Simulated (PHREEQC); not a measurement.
4.2 g of hydrous ferric oxide (600 m²/g; 0.2 weak and 0.005 strong sites per Fe, Dzombak-Morel constants, diffuse double layer) in 1 kg of water with 0.1 mol/kgw of an inert sodium salt and 8.2e-05 mol/kgw CuSO4 and 9.9e-05 mol/kgw ZnSO4, at 25 °C; the pH is set by adding NaOH or the inert anion's acid. Oxygen alone is held at its pressure in air (log pO2 = -0.68). No CO2 enters from the air. Nothing may precipitate in this run.

The numbers come from PHREEQC with the ion-association model, wateq4f.dat.

```csv
pH,S sorbed (%),Cu sorbed (%),Zn sorbed (%)
3,99.9,0.4,0.0
3.67,99.9,8.2,0.1
4.33,99.8,58.4,1.5
5,99.5,95.2,17.0
5.67,97.7,99.6,69.5
6.33,87.6,100.0,96.4
7,47.1,100.0,99.7
7.67,8.1,100.0,100.0
8.33,0.7,100.0,100.0
9,0.1,100.0,100.0
9.67,0.0,100.0,100.0
10.33,0.0,100.0,100.0
11,0.0,100.0,100.0
```

The database's constant for dissolved Cu(OH)2 is higher than later reviews accept. The oxide is taken as insoluble; below pH 4 it would dissolve.
